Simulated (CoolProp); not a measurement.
The fluid at 153.28 K and 2.22 MPa flows at 0.3 m/s in a round tube of 6 mm bore and 45 µm roughness, fully developed (64/Re and Nu = 3.66 if laminar; Colebrook and Gnielinski if turbulent). The same conditions are run with several fluids, on thermodynamics alone (safety and materials aside).

Model: reference Helmholtz-energy equation of state of each fluid (methane: Setzmann 1991; R13: Platzer 1990; CF4 (R14): Platzer 1990; ethane: Bücker 2006), in CoolProp. The equations of Platzer and Polt are older, rougher fits.

### Question
Rank methane, R13, CF4 (R14), ethane by Reynolds number, highest first.

### Answer
CF4 (R14) (13700), methane (11500), R13 (4850), ethane (4040)

```
fluid      Darcy friction factor  pressure drop (Pa/m)  heat-transfer coefficient (W/(m² K))  mass flow (kg/h)
---------  ---------------------  --------------------  ------------------------------------  ----------------
methane                   0.0398                   106                                  1380              10.8
R13                       0.0453                   565                                   696              50.8
CF4 (R14)                 0.0391                   460                                  1250              47.9
ethane                    0.0469                   205                                   868              17.8
```

Transport values come from each fluid's own correlations; those of R13, CF4 (R14) are estimates that may be off by 10 % or more.
